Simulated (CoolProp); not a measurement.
A Linde-Hampson liquefier for carbon monoxide: isothermal reversible compression at 200 K from 1 atm to 20 MPa, throttling to 1 atm, return gas leaving the recuperator 0 K below the feed. Each further row changes one setting.

Values from CoolProp's reference Helmholtz-energy equation of state, Lemmon 2006. It is a short technical equation, of lower accuracy than the large ones.

```tsv
case	liquid yield per pass	compression work (kJ/kg of gas)
as stated	0.258	293
high pressure 40 MPa	0.279	335
warm-end temperature 230 K	0.180	348
warm-end gap 5 K	0.246	293
```
